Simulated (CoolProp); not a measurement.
Vapour-liquid equilibrium of carbon dioxide (1) + dimethyl ether (2) at 227.9 K; x and y are mole fractions of (1).

Values from CoolProp's multi-fluid Helmholtz-energy mixture model, Span 1996 and Wu 2011; pair parameters Bell 2016.

| x | bubble pressure, mixture model (kPa) | bubble pressure, Raoult's law (kPa) | y, mixture model | y, Raoult's law |
|---|---|---|---|---|
| 0.05 | 62.43 | 77.16 | 0.418 | 0.534 |
| 0.15 | 117.3 | 155.8 | 0.720 | 0.793 |
| 0.25 | 179.9 | 234.4 | 0.838 | 0.879 |
| 0.35 | 250.3 | 313.0 | 0.899 | 0.921 |
| 0.45 | 328.0 | 391.5 | 0.935 | 0.947 |
| 0.55 | 412.1 | 470.1 | 0.958 | 0.964 |
| 0.65 | 501.1 | 548.7 | 0.973 | 0.976 |
| 0.75 | 593.1 | 627.3 | 0.984 | 0.985 |
| 0.85 | 686.2 | 705.9 | 0.992 | 0.992 |
| 0.95 | 778.4 | 784.5 | 0.998 | 0.998 |

The largest gap from Raoult's law is -24.7 % in bubble pressure, at x = 0.15. No azeotrope shows between x = 0.05 and 0.95.

The pair parameters rest on a limited set of measurements; away from them the model extrapolates.
